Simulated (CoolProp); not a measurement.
n-decane at several states: Z from the reference equation and from simpler models built on Tc = 617.7 K, pc = 21.01 bar, ω = 0.488; each cubic takes its own stable root.

Values from CoolProp's reference Helmholtz-energy equation of state, Lemmon 2006. It is a short technical equation, of lower accuracy than the large ones.

```json
[
 {"T (K)": "379.5", "p (bar)": "114", "phase": "liquid", "reference": "0.7601"},
 {"T (K)": "326.7", "p (bar)": "102", "phase": "liquid", "reference": "0.7488"},
 {"T (K)": "477.6", "p (bar)": "2.88", "phase": "liquid", "reference": "0.01795"}
]
```

**Question.** How far does each simpler model (Redlich-Kwong, Peng-Robinson) lie from the reference over these 3 states: mean and median of the absolute difference, and the worst?

**Answer.** 
- Redlich-Kwong: mean 1644.4 %, median 24.4 %, worst +4886.1 % at 477.6 K and 2.88 bar
- Peng-Robinson: mean 6.0 %, median 5.5 %, worst +7.2 % at 326.7 K and 102 bar

At some of these states Redlich-Kwong gives the other phase, because its saturation line lies elsewhere.
